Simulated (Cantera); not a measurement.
An isothermal, constant-pressure homogeneous reactor starts with H₂ : O₂ : N₂ = 1.3 : 1 : 14 (molar parts), equivalence ratio 0.65, at 1048 K and 0.220 bar.

Cantera simulation using GRI-Mech 3.0 (53 species, 325 reactions); the numbers are that mechanism's predictions, not measurements. The temperature is held fixed by assumption; the heat of reaction is taken as removed at once.

One state of this run: x H₂ = 1.18e-8; x O₂ = 0.0224; x O = 6.83e-9; x OH = 1.25e-6; x H = 5.10e-11; x N₂O = 2.90e-8; x H₂O = 0.0831. x: mole fraction; the columns are a selection and need not sum to one.

Q: Which value of t (s) does it belong to?
A. 0.00197
B. 0.227
C. 2.44
D. 8.00

A: C, 2.44
